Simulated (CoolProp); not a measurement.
Vapour-liquid equilibrium of fluoroethane (R161) (1) + R1234yf (2) at -54.25 °C; x and y are mole fractions of (1).

The numbers come from the multi-fluid Helmholtz-energy mixture model, Wu 2012 and Lemmon 2022; pair parameters Bell 2016 in CoolProp.

```
x      bubble pressure (kPa)  y at the bubble point  dew pressure at overall composition x (kPa)  liquid density (mol/L)
-----  ---------------------  ---------------------  -------------------------------------------  ----------------------
0.05                   30.52                  0.083                                        30.08                   11.87
0.125                  32.07                  0.194                                        31.09                   12.19
0.2                    33.55                  0.293                                        32.16                   12.53
0.275                  34.94                  0.381                                        33.27                   12.89
0.35                   36.24                  0.461                                        34.44                   13.26
0.425                  37.45                  0.534                                        35.65                   13.65
0.5                    38.58                  0.601                                        36.89                   14.06
0.575                  39.61                  0.664                                        38.14                   14.50
0.65                   40.57                  0.725                                        39.38                   14.96
0.725                  41.45                  0.783                                        40.58                   15.45
0.8                    42.25                  0.841                                        41.69                   15.96
0.875                  42.97                  0.899                                        42.68                   16.51
0.95                   43.60                  0.959                                        43.52                   17.09
```

No azeotrope shows between x = 0.05 and 0.95.

The pair parameters rest on a limited set of measurements; away from them the model extrapolates.
